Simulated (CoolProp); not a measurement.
Hydrogen chloride at 298.15 K and 3.31 MPa is throttled through a valve to 1.02 MPa with no heat exchange. Each further row changes one setting.

Values from CoolProp's reference Helmholtz-energy equation of state, Thol 2018.

```json
[
 {"case": "as stated", "temperature change (K)": "?", "final density (kg/m³)": "?"},
 {"case": "outlet pressure 0.306 MPa", "temperature change (K)": "-57.3", "final density (kg/m³)": "?"},
 {"case": "outlet pressure 1.33 MPa", "temperature change (K)": "?", "final density (kg/m³)": "25.3"}
]
```

Problem. What belongs in the gaps?

Solution. 
- as stated, temperature change (K): -40.0
- as stated, final density (kg/m³): 19.4
- outlet pressure 0.306 MPa, final density (kg/m³): 5.79
- outlet pressure 1.33 MPa, temperature change (K): -33.5
